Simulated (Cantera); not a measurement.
A perfectly stirred reactor is fed with 47.6 % CH4, 52.4 % N2, at 0.0263 atm; it is held at 1900 K, and followed from long to short residence time.

Model: GRI-Mech 3.0 (53 species, 325 reactions), integrated in Cantera. GRI-Mech 3.0 stops at C3 and has no aromatics, soot or wall deposition, so with more carbon than oxygen in the feed, carbon stays in small species such as C2H2 where larger ones or solid carbon would form. Radical loss at walls, strong at low pressure, is not modelled.

One state of this run: x CH4 = 0.0192; x C2H2 = 0.154; x H = 0.00181; x HCN = 6.05e-5; x C2H = 7.87e-6; x CH3 = 0.00149. x: mole fraction; the columns are a selection and need not sum to one.

Task: Which value of τ (s) does it belong to?
(A) 0.57
(B) 0.057
(C) 1.8
(D) 0.018

Result: A, 0.57
